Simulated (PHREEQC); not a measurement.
Solution (25 °C and 500 atm): 0.28 mol Na2S per kg of water. Closed to the air; pH follows from the charge balance.

Computed with PHREEQC (ion-association model, phreeqc.dat).

Precipitation was switched off in this run.

Question: Predict the pH, ionic strength.

Answer: pH 12.57; ionic strength 0.752 mol/kgw.

Caution: at this ionic strength the ion-association model is outside its range; a Pitzer model would be the better tool where its parameters exist. Species that the database lacks are ignored. Under pressure, the constants of complexes without a molar volume in the database are unreliable. With this much S-2 the pH rests on the database's HS-/S-2 constant; if that pK is higher, the solution is more alkaline. The database's pK near 12.9 for HS-/S-2 is now thought far too low, so its S-2 is overstated.
